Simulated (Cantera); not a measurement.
Feed: 1 mol Si₃N₄, 0.15 mol CO₂, 19 mol H₂, equilibrated at 1 atm.

Equilibrium computed with Cantera from the NASA thermochemical tables; the gas is ideal and each condensed phase is pure. Candidate condensed phases: C, C₆H₆, C₇H₈, C₈H₁₈, H₂O, Si, SiC, SiO₂, Si₂N₂O, Si₃N₄; 151 gas species. Mutual solubility and eutectic melting of coexisting phases are not modelled. Gases not in the tables: Si₂H₆ and higher silanes. Equilibrium is a limit: real reactors are often held back by kinetics, nucleation or transport.

x: gas mole fraction; n: condensed amount in mol.

```json
[
 {"T (°C)": "875", "x H₂": "0.987", "x N₂": "0.00527", "x CH₄": "0.00791", "x SiO": "<1e-12", "x H": "7.07e-8", "x CO": "1.61e-9", "x HCN": "9.92e-7", "n Si₂N₂O(s)": "0.300", "n Si₃N₄(s)": "0.800", "n C(graphite)": "0", "n SiC(s)": "0", "n Si(l)": "0"},
 {"T (°C)": "950", "x H₂": "0.987", "x N₂": "0.00527", "x CH₄": "0.00791", "x SiO": "?", "x H": "?", "x CO": "?", "x HCN": "?", "n Si₂N₂O(s)": "0.300", "n Si₃N₄(s)": "0.800", "n C(graphite)": "0", "n SiC(s)": "0", "n Si(l)": "0"},
 {"T (°C)": "1025", "x H₂": "0.987", "x N₂": "0.00526", "x CH₄": "0.00786", "x SiO": "1.28e-10", "x H": "1.06e-6", "x CO": "2.57e-7", "x HCN": "1.46e-5", "n Si₂N₂O(s)": "0.300", "n Si₃N₄(s)": "0.800", "n C(graphite)": "0.000654", "n SiC(s)": "0", "n Si(l)": "0"},
 {"T (°C)": "1100", "x H₂": "0.988", "x N₂": "0.00780", "x CH₄": "0.00397", "x SiO": "2.12e-9", "x H": "3.29e-6", "x CO": "1.23e-6", "x HCN": "2.77e-5", "n Si₂N₂O(s)": "0.300", "n Si₃N₄(s)": "0.775", "n C(graphite)": "0", "n SiC(s)": "0.0737", "n Si(l)": "0"},
 {"T (°C)": "1175", "x H₂": "0.989", "x N₂": "0.00949", "x CH₄": "?", "x SiO": "?", "x H": "?", "x CO": "?", "x HCN": "2.90e-5", "n Si₂N₂O(s)": "0.300", "n Si₃N₄(s)": "0.759", "n C(graphite)": "0", "n SiC(s)": "?", "n Si(l)": "0"},
 {"T (°C)": "1250", "x H₂": "0.989", "x N₂": "0.0101", "x CH₄": "0.000485", "x SiO": "2.87e-7", "x H": "2.28e-5", "x CO": "6.00e-6", "x HCN": "2.63e-5", "n Si₂N₂O(s)": "0.300", "n Si₃N₄(s)": "0.753", "n C(graphite)": "0", "n SiC(s)": "0.140", "n Si(l)": "0"},
 {"T (°C)": "1325", "x H₂": "0.989", "x N₂": "0.0103", "x CH₄": "0.000186", "x SiO": "2.41e-6", "x H": "5.26e-5", "x CO": "1.08e-5", "x HCN": "2.32e-5", "n Si₂N₂O(s)": "0.300", "n Si₃N₄(s)": "0.752", "n C(graphite)": "0", "n SiC(s)": "0.146", "n Si(l)": "0"},
 {"T (°C)": "1400", "x H₂": "0.989", "x N₂": "0.0103", "x CH₄": "7.72e-5", "x SiO": "1.67e-5", "x H": "0.000113", "x CO": "1.84e-5", "x HCN": "2.04e-5", "n Si₂N₂O(s)": "0.299", "n Si₃N₄(s)": "0.751", "n C(graphite)": "0", "n SiC(s)": "0.148", "n Si(l)": "0"},
 {"T (°C)": "1475", "x H₂": "0.989", "x N₂": "0.0104", "x CH₄": "3.47e-5", "x SiO": "9.79e-5", "x H": "0.000226", "x CO": "2.97e-5", "x HCN": "1.82e-5", "n Si₂N₂O(s)": "0.298", "n Si₃N₄(s)": "0.751", "n C(graphite)": "0", "n SiC(s)": "0.148", "n Si(l)": "0"},
 {"T (°C)": "1550", "x H₂": "0.986", "x N₂": "0.0126", "x CH₄": "1.88e-5", "x SiO": "0.000463", "x H": "0.000427", "x CO": "5.57e-5", "x HCN": "2.04e-5", "n Si₂N₂O(s)": "0.290", "n Si₃N₄(s)": "0.734", "n C(graphite)": "0", "n SiC(s)": "0.148", "n Si(l)": "0.0610"},
 {"T (°C)": "1625", "x H₂": "0.958", "x N₂": "0.0395", "x CH₄": "1.94e-5", "x SiO": "0.00140", "x H": "0.000760", "x CO": "0.000261", "x HCN": "6.92e-5", "n Si₂N₂O(s)": "0.267", "n Si₃N₄(s)": "0.475", "n C(graphite)": "0", "n SiC(s)": "0.143", "n Si(l)": "0.870"}
]
```

### Question
Complete the blanks.

### Answer

- 1175, x CH₄: 0.00137
- 1175, x SiO: 2.75e-8
- 1175, x H: 9.11e-6
- 1175, x CO: 3.01e-6
- 1175, n SiC(s): 0.123
- 950, x SiO: 4.69e-12
- 950, x H: 2.97e-7
- 950, x CO: 2.39e-8
- 950, x HCN: 4.15e-6
